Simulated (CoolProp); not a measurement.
Vapour pressure (MPa) of cyclopentane: the reference equation beside estimates from Tc = 511.7 K, pc = 4.583 MPa, ω = 0.202.

The numbers come from the reference Helmholtz-energy equation of state, Gedanitz 2015 in CoolProp.

| T (K) | reference | Lee-Kesler | van der Waals | Redlich-Kwong | Soave-Redlich-Kwong |
|---|---|---|---|---|---|
| 399 | 0.7358 | 0.7431 | 1.558 | 0.9363 | 0.7457 |
| 402.4 | 0.7884 | 0.7965 | [?] | 0.9961 | [?] |
| 405.9 | 0.8454 | 0.8544 | 1.689 | 1.060 | 0.8584 |
| 409.4 | 0.9053 | 0.9152 | 1.757 | 1.128 | 0.9201 |
| 412.9 | 0.9684 | 0.9792 | 1.828 | 1.198 | 0.9851 |
| 416.4 | 1.035 | 1.046 | 1.900 | 1.270 | 1.053 |
| 419.9 | 1.104 | 1.117 | 1.974 | 1.346 | [?] |
| 423.4 | 1.177 | 1.191 | 2.049 | 1.425 | 1.200 |
| 426.9 | [?] | 1.268 | 2.127 | 1.507 | 1.279 |
| 430.3 | 1.331 | 1.347 | 2.204 | 1.590 | 1.359 |
| 433.8 | 1.415 | 1.431 | 2.285 | 1.678 | 1.446 |

Fill in the missing entries.


- 402.4, van der Waals: 1.622
- 402.4, Soave-Redlich-Kwong: 0.7997
- 419.9, Soave-Redlich-Kwong: 1.125
- 426.9, reference: 1.254

Absolute difference from the reference over all 11 rows, mean and median: Lee-Kesler 1.1 and 1.1 %, van der Waals 84.8 and 83.6 %, Redlich-Kwong 22.8 and 22.7 %, Soave-Redlich-Kwong 1.8 and 1.7 %.
